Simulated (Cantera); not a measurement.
Cantera with NASA thermochemical tables; ideal gases at 1 bar, condensed phases pure. Values are per mole of reaction as written; species without (g) are pure solids or liquids, kept so even where they would boil at 1 bar.

2 SrCl2 + 2 NO(g) ⇌ 2 SrO + N2(g) + 2 Cl2(g), with ΔH° = 291.1 kJ and ΔS° = 97.6 J/K at 300 K.

Question: How far is the shortcut ΔG° ≈ ΔH°(300 K) − T·ΔS°(300 K) from the full temperature-dependent value at 1973, 1998, 2023, 2048, 2073, 2098, 2123, 2148, 2173 K?

Answer: 
```tsv
T (K)	shortcut (kJ)	full (kJ)	difference (kJ)	difference in log10 K	condensed phases
1973	98.6	200.9	-102.3	2.71	SrCl2(l), SrO(s)
1998	96.1	201.3	-105.2	2.75	SrCl2(l), SrO(s)
2023	93.7	201.7	-108.0	2.79	SrCl2(l), SrO(s)
2048	91.3	202.1	-110.9	2.83	SrCl2(l), SrO(s)
2073	88.8	202.5	-113.7	2.87	SrCl2(l), SrO(s)
2098	86.4	203.0	-116.6	2.90	SrCl2(l), SrO(s)
2123	83.9	203.4	-119.5	2.94	SrCl2(l), SrO(s)
2148	81.5	203.9	-122.4	2.98	SrCl2(l), SrO(s)
2173	79.1	204.4	-125.3	3.01	SrCl2(l), SrO(s)
```
The shortcut ignores heat capacities and the phase changes listed.
